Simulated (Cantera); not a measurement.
A Cantera script and what it prints.

```python
import numpy as np
import cantera as ct

gas_names = [...]  # 116 gases of nasa_gas.yaml made of C, H, Mg, O
cond_names = """
    C(gr) C6H6(L) C7H8(L) C8H18(L),n-octa H2O(s) H2O(L) Mg(cr) Mg(L) MgCO3(s) MgO(s) MgO(L) MgO2H2(s)
""".split()


# ... load() reads the species with a 1 bar reference pressure and builds the phases ...
atoms = {
    'MgCO3': {'Mg': 1, 'C': 1, 'O': 3},
    'C': {'C': 1},
    'H2': {'H': 2},
}
top_T = {'C(gr)': 4500}  # K; cautious upper limits of use, not melting points


# ... equilibrate(T, P, feed) seeds the gas with the atoms and calls Mixture.equilibrate('TP', solver="vcs", rtol=1e-11, max_steps=5000) ...
results = []
feed = {'MgCO3': 1, 'C': 0.88, 'H2': 0.033}  # mol
T = 1598  # K
P = 57000  # Pa
mix = equilibrate(T, P, feed)
results.append((T, P, feed, dict(zip(mix.species_names, mix.species_moles))))
x = sorted(zip(gas.X, gas.species_names), reverse=True)
print(f"T = {T:g} K  P = {P:g} Pa  gas = {mix.phase_moles(0):.4g} mol")
print("   x: " + "  ".join(f"{s} {v:.3e}" for v, s in x if v > 0.001))
print("   condensed (mol): " + ("  ".join(f"{mix.phase(i).name} {mix.phase_moles(i):.4g}"
      for i in range(1, mix.n_phases) if mix.phase_moles(i) > 1e-12) or "none"))
```

Output:

```
T = 1598 K  P = 57000 Pa  gas = 1.913 mol
   x: CO 9.228e-01  CO2 5.992e-02  H2 1.444e-02  H2O 2.809e-03
   condensed (mol): MgO(s) 1
```

Cantera equilibrium calculation (NASA polynomials, part measured and part estimated; ideal gas, pure solids and liquids).
